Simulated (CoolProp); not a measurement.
Values from CoolProp's reference Helmholtz-energy equation of state, Zhou 2011.

### Question
For dimethyl carbonate, give the phase and the Z, Joule-Thomson coefficient (K/MPa), isothermal compressibility (1/MPa), fugacity coefficient at 521.6 K and 6.72 bar.

### Answer
- 521.6 K and 6.72 bar: gas; Z 0.939, Joule-Thomson coefficient 8.52, isothermal compressibility 1.59, fugacity coefficient 0.942
